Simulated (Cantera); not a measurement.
Input: 1 mol AlN, 17 mol O2, 0.47 mol H2, held at 0.000410 bar.

These are equilibrium values from Cantera (NASA tables, ideal gas, pure condensed phases), not measurements of a reactor. Candidate condensed phases: Al, AlN, Al2O3, H2O; 35 gas species. The numbers say what is thermodynamically allowed, not how fast it happens.

Task: At 948 K, list the 3 most abundant gas species with their mole fractions, and the condensed phases.

Result: O2 0.943, N2 0.0294, H2O 0.0277. Condensed: Al2O3(s).
